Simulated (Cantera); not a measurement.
**Cu + F2 + H2 (aluminium and copper etching)**

A closed system holds: 1 mol Cu, 6.3 mol F2, 0.55 mol H2, equilibrated at 72.0 Torr.

Equilibrium computed with Cantera from the NASA thermochemical tables; the gas is ideal and each condensed phase is pure. Candidate condensed phases: Cu, CuF2; 15 gas species. The numbers say what is thermodynamically allowed, not how fast it happens.

| T (K) | x F | x F2 | x HF | x CuF2 | x CuF | x H2F2 | n CuF2(s) | n CuF2(l) |
|---|---|---|---|---|---|---|---|---|
| 973 | 0.192 | 0.638 | 0.170 | 5.37e-5 | <1e-12 | 1.20e-7 | 1.000 | 0 |
| 1023 | 0.293 | 0.547 | 0.160 | 0.000247 | <1e-12 | 9.00e-8 | 0.998 | 0 |
| 1073 | 0.412 | 0.438 | 0.149 | 0.000980 | 2.93e-12 | 6.64e-8 | 0.993 | 0 |
| 1123 | 0.535 | 0.324 | 0.137 | 0.00316 | 3.89e-11 | 4.86e-8 | 0 | 0.975 |
| 1173 | 0.645 | 0.221 | 0.126 | 0.00759 | 3.61e-10 | 3.61e-8 | 0 | 0.934 |
| 1223 | 0.727 | 0.140 | 0.117 | 0.0168 | 2.92e-9 | 2.75e-8 | 0 | 0.841 |
| 1273 | 0.773 | 0.0835 | 0.109 | 0.0348 | 2.08e-8 | 2.15e-8 | 0 | 0.649 |
| 1323 | 0.783 | 0.0474 | 0.102 | 0.0675 | 1.33e-7 | 1.70e-8 | 0 | 0.270 |
| 1373 | 0.786 | 0.0275 | 0.0974 | 0.0886 | 5.30e-7 | 1.43e-8 | 0 | 0 |
| 1423 | 0.799 | 0.0170 | 0.0964 | 0.0877 | 1.46e-6 | 1.29e-8 | 0 | 0 |
x: gas mole fraction; n: condensed amount in mol.

From 973 K to 1073 K the condensed part is CuF2(s). From 1123 K to 1323 K the condensed part is CuF2(l). From 1373 K to 1423 K nothing is condensed. The main Cu-bearing gas is CuF2 throughout.
